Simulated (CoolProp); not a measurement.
R1336mzz(Z) along the isotherm 500 K: density (kg/m³) from the reference equation and from simpler models built on Tc = 444.5 K, pc = 2904 kPa, ω = 0.386; each cubic takes its own stable root.

The numbers come from the reference Helmholtz-energy equation of state, McLinden 2020 in CoolProp.

```tsv
p (kPa)	phase	reference	ideal gas	van der Waals	Redlich-Kwong	Peng-Robinson
23	gas	0.9093	0.9076	0.9092	0.9094	0.9095
35.7	gas	1.413	1.409	1.413	1.413	1.413
55.7	gas	2.208	2.198	2.208	2.208	2.209
86.7	gas	3.445	3.421	3.444	3.446	3.447
135	gas	5.385	5.327	5.384	5.388	5.391
210	gas	8.428	8.287	8.424	8.436	8.442
327	gas	13.25	12.90	___	___	13.28
509	gas	20.94	20.09	20.93	20.99	21.03
793	gas	33.45	31.29	33.43	33.58	33.65
1230	gas	54.06	___	54.05	54.41	54.53
1920	gas	90.68	75.77	91.08	___	91.72
2990	supercritical	161.5	118.0	166.7	166.1	163.1
4660	supercritical	331.2	183.9	387.6	356.7	321.3
7260	supercritical	633.9	286.5	541.0	___	567.9
```

Question: Complete the blanks.

Answer: 
- 327, van der Waals: 13.24
- 327, Redlich-Kwong: 13.27
- 1230, ideal gas: 48.54
- 1920, Redlich-Kwong: 91.80
- 7260, Redlich-Kwong: 592.2
